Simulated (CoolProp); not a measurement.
Aqueous calcium chloride as a coolant, at 24 °C, 1 atm.

Values from CoolProp's Melinder's fits for secondary coolants.

```json
[
 {"mass %": "3", "freezing point (°C)": "-1.4", "density (kg/m³)": "1022", "conductivity (W/(m K))": "0.602", "cp (kJ/(kg K))": "4.004", "viscosity (mPa s)": "0.991"},
 {"mass %": "5.1", "freezing point (°C)": "-2.4", "density (kg/m³)": "1040", "conductivity (W/(m K))": "0.599", "cp (kJ/(kg K))": "3.886", "viscosity (mPa s)": "1.04"},
 {"mass %": "7.1", "freezing point (°C)": "-3.6", "density (kg/m³)": "1058", "conductivity (W/(m K))": "0.597", "cp (kJ/(kg K))": "3.776", "viscosity (mPa s)": "1.10"},
 {"mass %": "9.2", "freezing point (°C)": "-5.2", "density (kg/m³)": "1078", "conductivity (W/(m K))": "0.594", "cp (kJ/(kg K))": "3.661", "viscosity (mPa s)": "1.16"},
 {"mass %": "11.3", "freezing point (°C)": "-7.0", "density (kg/m³)": "1097", "conductivity (W/(m K))": "0.592", "cp (kJ/(kg K))": "3.547", "viscosity (mPa s)": "1.23"},
 {"mass %": "13.4", "freezing point (°C)": "-9.2", "density (kg/m³)": "1117", "conductivity (W/(m K))": "0.589", "cp (kJ/(kg K))": "3.435", "viscosity (mPa s)": "1.32"},
 {"mass %": "15.5", "freezing point (°C)": "-11.7", "density (kg/m³)": "1137", "conductivity (W/(m K))": "0.586", "cp (kJ/(kg K))": "3.328", "viscosity (mPa s)": "1.43"},
 {"mass %": "17.6", "freezing point (°C)": "-14.5", "density (kg/m³)": "1157", "conductivity (W/(m K))": "0.584", "cp (kJ/(kg K))": "3.227", "viscosity (mPa s)": "1.57"},
 {"mass %": "19.7", "freezing point (°C)": "-17.8", "density (kg/m³)": "1176", "conductivity (W/(m K))": "0.581", "cp (kJ/(kg K))": "3.133", "viscosity (mPa s)": "1.73"},
 {"mass %": "21.8", "freezing point (°C)": "-21.6", "density (kg/m³)": "1196", "conductivity (W/(m K))": "0.578", "cp (kJ/(kg K))": "3.048", "viscosity (mPa s)": "1.92"},
 {"mass %": "23.8", "freezing point (°C)": "-26.0", "density (kg/m³)": "1215", "conductivity (W/(m K))": "0.575", "cp (kJ/(kg K))": "2.975", "viscosity (mPa s)": "2.15"}
]
```
